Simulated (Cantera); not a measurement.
Premixed flame

A freely propagating, adiabatic, planar premixed flame of 9.12 % CH₄, 0.912 % CO, 17.0 % O₂, 73.0 % N₂, unburnt at 625 K and 1000000 Pa; mixture-averaged transport, grid criteria slope 0.08 and curve 0.16, no radiation.

Cantera simulation using GRI-Mech 3.0 (53 species, 325 reactions); the numbers are that mechanism's predictions, not measurements. Burning velocities carry a grid error of a few per cent, more on coarse grids.

```
z (mm)   T (K)  u (m/s)     x CH₄     x CO      x O₂       x H    x C₂H₄    x HCN
-------  -----  -------  --------  -------  --------  --------  --------  -------
-0.227     626    0.455    0.0909  0.00912     0.169     <1e-8   2.02e-7    <1e-8
-0.151     633    0.461    0.0902  0.00921     0.168     <1e-8   2.07e-6  1.17e-8
-0.113     657    0.480    0.0883  0.00963     0.166     <1e-8   1.15e-5  6.44e-8
-0.0757    771    0.567    0.0805   0.0120     0.157   1.23e-8   8.21e-5  4.49e-7
-0.0378   1211    0.900    0.0523   0.0235     0.116   6.94e-6  0.000526  2.81e-6
-0.0189   1605     1.20    0.0267   0.0356    0.0756  0.000113  0.000920  5.84e-6
0         1980     1.48   0.00501   0.0449    0.0325   0.00105  0.000367  1.04e-5
0.0189    2140     1.59  0.000210   0.0394    0.0116   0.00230   6.61e-6  8.34e-6
0.0378    2198     1.63   5.47e-6   0.0327   0.00582   0.00232   2.89e-8  3.17e-6
0.0757    2253     1.67   1.15e-8   0.0280   0.00285   0.00167     <1e-8  5.14e-7
0.151     2295     1.69     <1e-8   0.0260   0.00126  0.000997     <1e-8  4.29e-8
0.303     2317     1.71     <1e-8   0.0251  0.000495  0.000585     <1e-8    <1e-8
0.605     2326     1.71     <1e-8   0.0247  0.000239  0.000409     <1e-8    <1e-8
```
x: mole fraction of selected species; z is measured from the peak of heat release.

| Quantity | Value |
|---|---|
| laminar burning velocity | 45.4 cm/s |
| thermal thickness | 0.0757 mm |
| peak x(H) | 0.00241 |
| peak x(C₂H₄) | 0.000932 |
| peak x(HCN) | 1.11e-5 |
| grid points | 135 |
